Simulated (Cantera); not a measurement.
A closed system holds: 1 mol SiCl4, 2.2 mol HCl, 43 mol H2, equilibrated at 1452 °C and 0.00133 bar.

Method: chemical equilibrium by Gibbs-energy minimisation in Cantera with the NASA 1993 tables (ideal gas, pure condensed phases). Candidate condensed phases: Si; 19 gas species. The tables' values for SiCl, SiCl3 are old estimates; treat these amounts as uncertain. The numbers say what is thermodynamically allowed, not how fast it happens.

Question: What is the equilibrium state?

Answer: 
```json
{
 "x(H2)": "0.884",
 "x(HCl)": "0.0896",
 "x(SiCl2)": "0.0203",
 "x(H)": "0.00478",
 "x(Si)": "0.000494",
 "x(Cl)": "0.000375",
 "x(SiCl)": "0.000237",
 "x(SiCl3)": "5.03e-5",
 "x(SiH)": "2.42e-5",
 "gas_amount": "47.35 mol",
 "log10 activity of Si(l) (absent)": "-0.19"
}
```
